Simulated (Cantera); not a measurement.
An isothermal, constant-pressure homogeneous reactor starts with NO : N2 = 1 : 5 (molar parts), at 1900 K and 0.420 bar.

Detailed kinetics in Cantera: GRI-Mech 3.0 (53 species, 325 reactions).

x: mole fraction; the columns are a selection and need not sum to one.

```tsv
t (s)	x NO	x NO2	x N2O	x O	x N2	x O2
4.00e-5	0.167	1.40e-8	…	2.41e-7	0.833	3.13e-10
0.000119	0.167	1.10e-7	…	6.66e-7	0.833	2.66e-9
0.000356	0.167	7.07e-7	…	1.73e-6	0.833	2.24e-8
0.00106	0.167	3.40e-6	…	4.72e-6	0.833	2.24e-7
0.00317	0.167	1.24e-5	…	1.37e-5	0.833	3.41e-6
0.00948	0.167	2.26e-5	1.21e-5	2.37e-5	0.833	3.99e-5
0.0283	0.166	2.39e-5	1.22e-5	2.50e-5	0.834	0.000185
0.0844	0.165	2.57e-5	1.20e-5	2.68e-5	0.834	0.000623
0.252	0.163	3.02e-5	1.16e-5	3.16e-5	0.835	0.00194
0.752	0.155	3.98e-5	…	4.28e-5	0.839	0.00589
2.24	0.132	5.24e-5	…	6.47e-5	0.851	0.0171
6.70	0.0818	4.93e-5	…	9.70e-5	0.876	0.0423
20.0	0.0239	1.86e-5	…	0.000124	0.905	0.0713
```

Task: Fill in the missing entries.

Result: 
- 4.00e-5, x N2O: 2.50e-7
- 0.000119, x N2O: 7.31e-7
- 0.000356, x N2O: 2.06e-6
- 0.00106, x N2O: 5.18e-6
- 0.00317, x N2O: 9.90e-6
- 0.752, x N2O: 1.04e-5
- 2.24, x N2O: 7.52e-6
- 6.70, x N2O: 2.90e-6
- 20.0, x N2O: 3.70e-7
